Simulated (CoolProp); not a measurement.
CH3F (R41) along the isotherm 324 K: density (kg/m³) from the reference equation and from simpler models built on Tc = 317.3 K, pc = 5906 kPa, ω = 0.200; each cubic takes its own stable root.

Computed with CoolProp (reference Helmholtz-energy equation of state, Lemmon 2006). It is a short technical equation, of lower accuracy than the large ones.

```tsv
p (kPa)	phase	reference
187	gas	2.390
274	gas	3.522
402	gas	5.211
591	gas	7.757
867	gas	11.60
1270	gas	17.48
1870	gas	26.96
2740	gas	42.61
4020	gas	71.93
5910	supercritical	152.9
8670	supercritical	485.8
12700	supercritical	556.9
18700	supercritical	607.1
27400	supercritical	651.3
40200	supercritical	694.4
59100	supercritical	738.1
```

Problem. How far does each simpler model (van der Waals, Peng-Robinson) lie from the reference over these 16 states: mean and median of the absolute difference, and the worst?

Solution. 
- van der Waals: mean 15.8 %, median 5.9 %, worst -37.5 % at 324 K and 59100 kPa
- Peng-Robinson: mean 5.6 %, median 1.3 %, worst -20.0 % at 324 K and 8670 kPa
